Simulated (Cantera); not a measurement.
Input: 1 mol n-butane, 0.13 mol H2O, equilibrated at 1350 K and 0.0100 bar.

Equilibrium computed with Cantera from the NASA thermochemical tables; the gas is ideal and each condensed phase is pure. Candidate condensed phases: C, C6H6, C7H8, C8H18, H2O; 110 gas species. Rates play no part.

Base state: H2 0.975, CO 0.0247, CH4 5.48e-5, H 2.35e-5 (mole fractions); condensed: C(graphite).

Q: What changes in the equilibrium state with this change: H2O from 0.13 to 5.8 mol?

A: 
```tsv
species	before	after
H2	0.975	0.629
CO	0.0247	0.250
H2O	1.38e-6	0.101
CO2	1.78e-8	0.0205
CH4	5.48e-5	2.03e-9
H	2.35e-5	1.89e-5
C(graphite), mol	3.87	0
```

Q: What changes in the equilibrium state with this change: H2O from 0.13 to 2.5 mol?

A: 
```json
[
 {"species": "H2", "before": "0.975", "after": "0.750"},
 {"species": "CO", "before": "0.0247", "after": "0.250"},
 {"species": "CH4", "before": "5.48e-5", "after": "3.24e-5"},
 {"species": "H2O", "before": "1.38e-6", "after": "1.07e-5"},
 {"species": "H", "before": "2.35e-5", "after": "2.06e-5"},
 {"species": "C(graphite), mol", "before": "3.87", "after": "1.50"}
]
```
